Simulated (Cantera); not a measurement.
Input (Python, Cantera):

```python
import numpy as np
import cantera as ct

gas = ct.Solution("gri30.yaml")
gas.TPX = 1273, 2800, {'N2O': 1, 'H2O': 0.0071}
reactor = ct.IdealGasConstPressureReactor(gas, energy="off", clone=False)
net = ct.ReactorNet([reactor])
net.rtol, net.atol = 1e-08, 1e-18
show = ['N2O', 'H2O', 'NO', 'H2', 'NO2', 'N2', 'O']
times = np.geomspace(0.0009, 100, 14)

steps = ct.SolutionArray(gas, extra=["t"])
rows = []
print(f"{'t/s':>10s}{'T/K':>9s}{'P/Pa':>11s}" + "".join(f"{s:>11s}" for s in show))
for t in times:
    while net.time < t:
        t_next = net.step()
        steps.append(gas.state, t=t_next)
    rows.append([np.interp(t, steps.t, y) for y in (steps.T, steps.P, *steps(*show).X.T)])
    print(f"{t:10.3e}{rows[-1][0]:9.1f}{rows[-1][1]:11.4g}" + "".join(f"{x:11.3e}" for x in rows[-1][2:]))
rate = np.gradient(steps.T, steps.t)
print("integrator steps:", len(steps.t))
if steps.T.max() > steps.T[0] + 200:
    print(f"time of steepest temperature rise: {steps.t[rate.argmax()]:.4e} s")
gas.TPX = 1273, 2800, {'N2O': 1, 'H2O': 0.0071}
gas.equilibrate("TP")
print(f"equilibrium (TP): T = {gas.T:.1f} K  " + "  ".join(f"{s} {gas[s].X[0]:.3e}" for s in show))
```

Result:

```
       t/s      T/K       P/Pa        N2O        H2O         NO         H2        NO2         N2          O
 9.000e-04   1273.0       2800  9.929e-01  7.050e-03  6.471e-06  4.721e-12  2.045e-11  4.994e-05  5.432e-06
 2.200e-03   1273.0       2800  9.927e-01  7.049e-03  1.792e-05  6.588e-11  8.625e-10  1.288e-04  5.455e-06
 5.377e-03   1273.0       2800  9.924e-01  7.047e-03  4.588e-05  7.107e-10  3.016e-08  3.220e-04  5.449e-06
 1.314e-02   1273.0       2800  9.917e-01  7.044e-03  1.134e-04  4.548e-09  7.263e-07  7.953e-04  5.436e-06
 3.212e-02   1273.0       2800  9.898e-01  7.037e-03  2.715e-04  1.608e-08  8.537e-06  1.957e-03  5.416e-06
 7.851e-02   1273.0       2800  9.853e-01  7.025e-03  6.383e-04  3.400e-08  4.375e-05  4.801e-03  5.382e-06
 1.919e-01   1273.0       2800  9.743e-01  6.999e-03  1.513e-03  4.026e-08  1.306e-04  1.169e-02  5.297e-06
 4.690e-01   1273.0       2800  9.482e-01  6.937e-03  3.634e-03  2.834e-08  2.515e-04  2.803e-02  5.176e-06
 1.146e+00   1273.0       2800  8.885e-01  6.795e-03  8.616e-03  2.159e-08  3.214e-04  6.544e-02  5.087e-06
 2.802e+00   1273.0       2800  7.621e-01  6.498e-03  1.921e-02  2.022e-08  3.089e-04  1.446e-01  5.037e-06
 6.848e+00   1273.0       2800  5.373e-01  5.968e-03  3.801e-02  2.185e-08  2.285e-04  2.854e-01  4.991e-06
 1.674e+01   1273.0       2800  2.509e-01  5.294e-03  6.180e-02  2.684e-08  1.212e-04  4.649e-01  4.885e-06
 4.091e+01   1273.0       2800  4.986e-02  4.821e-03  7.797e-02  3.064e-08  5.430e-05  5.912e-01  4.315e-06
 1.000e+02   1273.0       2800  2.423e-03  4.713e-03  8.087e-02  9.869e-09  7.351e-05  6.215e-01  1.273e-06
integrator steps: 1502
equilibrium (TP): T = 1273.0 K  N2O 3.957e-09  H2O 4.709e-03  NO 3.834e-04  H2 2.617e-09  NO2 9.756e-07  N2 6.633e-01  O 3.725e-07
```

Detailed kinetics in Cantera: GRI-Mech 3.0 (53 species, 325 reactions). GRI-Mech 3.0 was tuned for natural gas; its chemistry of N2O as a main component is partial and can be far from experiment. Radical loss at walls, strong at low pressure, is not modelled. The mechanism lacks the step 2 NO + O2 → 2 NO2, which can matter for NO2 below about 1400 K. The temperature is held fixed by assumption; the heat of reaction is taken as removed at once.
